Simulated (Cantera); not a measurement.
Equilibrium for titanium nitride, carbide and oxide coatings: Ti + C3H8 + H2

A closed system holds: 1 mol Ti, 0.051 mol C3H8, 3.6 mol H2, held at 1.00 Torr.

Equilibrium computed with Cantera from the NASA thermochemical tables; the gas is ideal and each condensed phase is pure. Candidate condensed phases: C, C6H6, C7H8, C8H18, Ti, TiC; 77 gas species. Mutual solubility and eutectic melting of coexisting phases are not modelled. TiC: taken at fixed stoichiometry. Condensed phases not in the tables: N, O or C dissolved in the metal. Equilibrium is a limit: real reactors are often held back by kinetics, nucleation or transport.

From 1050 K to 1150 K the condensed part is Ti(α) + TiC(s). From 1200 K to 1500 K the condensed part is Ti(β) + TiC(s).

```json
[
 {"T (K)": "1050", "x H2": "1.00", "x H": "2.22e-7", "x Ti": "<1e-12", "n Ti(α)": "0.847", "n TiC(s)": "0.153", "n Ti(β)": "0"},
 {"T (K)": "1100", "x H2": "1.000", "x H": "7.08e-7", "x Ti": "1.13e-12", "n Ti(α)": "0.847", "n TiC(s)": "0.153", "n Ti(β)": "0"},
 {"T (K)": "1150", "x H2": "1.000", "x H": "2.04e-6", "x Ti": "1.04e-11", "n Ti(α)": "0.847", "n TiC(s)": "0.153", "n Ti(β)": "0"},
 {"T (K)": "1200", "x H2": "1.000", "x H": "5.40e-6", "x Ti": "7.82e-11", "n Ti(α)": "0", "n TiC(s)": "0.153", "n Ti(β)": "0.847"},
 {"T (K)": "1250", "x H2": "1.000", "x H": "1.32e-5", "x Ti": "4.99e-10", "n Ti(α)": "0", "n TiC(s)": "0.153", "n Ti(β)": "0.847"},
 {"T (K)": "1300", "x H2": "1.000", "x H": "3.03e-5", "x Ti": "2.75e-9", "n Ti(α)": "0", "n TiC(s)": "0.153", "n Ti(β)": "0.847"},
 {"T (K)": "1350", "x H2": "1.000", "x H": "6.53e-5", "x Ti": "1.34e-8", "n Ti(α)": "0", "n TiC(s)": "0.153", "n Ti(β)": "0.847"},
 {"T (K)": "1400", "x H2": "1.000", "x H": "0.000133", "x Ti": "5.79e-8", "n Ti(α)": "0", "n TiC(s)": "0.153", "n Ti(β)": "0.847"},
 {"T (K)": "1450", "x H2": "1.000", "x H": "0.000259", "x Ti": "2.27e-7", "n Ti(α)": "0", "n TiC(s)": "0.153", "n Ti(β)": "0.847"},
 {"T (K)": "1500", "x H2": "1.000", "x H": "0.000482", "x Ti": "8.08e-7", "n Ti(α)": "0", "n TiC(s)": "0.153", "n Ti(β)": "0.847"}
]
```
x: gas mole fraction; n: condensed amount in mol.
